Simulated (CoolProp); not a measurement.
Saturation properties of chlorine (Tc = 416.9 K, pc = 7.642 MPa, ω = 0.070).

Computed with CoolProp (reference Helmholtz-energy equation of state, Thol 2021).

```json
[
 {"T (K)": "247.7", "p (MPa)": "0.1452", "vapour density (kg/m³)": "5.178", "liquid cp (kJ/(kg K))": "0.9439"},
 {"T (K)": "255.7", "p (MPa)": "0.1989", "vapour density (kg/m³)": "6.929", "liquid cp (kJ/(kg K))": "0.9480"},
 {"T (K)": "263.6", "p (MPa)": "0.2658", "vapour density (kg/m³)": "9.070", "liquid cp (kJ/(kg K))": "0.9533"},
 {"T (K)": "271.5", "p (MPa)": "0.3486", "vapour density (kg/m³)": "11.68", "liquid cp (kJ/(kg K))": "0.9599"},
 {"T (K)": "279.5", "p (MPa)": "0.4510", "vapour density (kg/m³)": "14.87", "liquid cp (kJ/(kg K))": "0.9679"},
 {"T (K)": "287.4", "p (MPa)": "0.5728", "vapour density (kg/m³)": "18.62", "liquid cp (kJ/(kg K))": "0.9773"},
 {"T (K)": "295.4", "p (MPa)": "0.7195", "vapour density (kg/m³)": "23.13", "liquid cp (kJ/(kg K))": "0.9885"},
 {"T (K)": "303.3", "p (MPa)": "0.8898", "vapour density (kg/m³)": "28.35", "liquid cp (kJ/(kg K))": "1.001"},
 {"T (K)": "311.3", "p (MPa)": "1.091", "vapour density (kg/m³)": "34.52", "liquid cp (kJ/(kg K))": "1.017"},
 {"T (K)": "319.2", "p (MPa)": "1.319", "vapour density (kg/m³)": "41.60", "liquid cp (kJ/(kg K))": "1.034"},
 {"T (K)": "327.2", "p (MPa)": "1.584", "vapour density (kg/m³)": "49.89", "liquid cp (kJ/(kg K))": "1.055"},
 {"T (K)": "335.1", "p (MPa)": "1.881", "vapour density (kg/m³)": "59.36", "liquid cp (kJ/(kg K))": "1.079"},
 {"T (K)": "343.1", "p (MPa)": "2.220", "vapour density (kg/m³)": "70.42", "liquid cp (kJ/(kg K))": "1.109"}
]
```

It boils at 239.2 K under 1 atm.
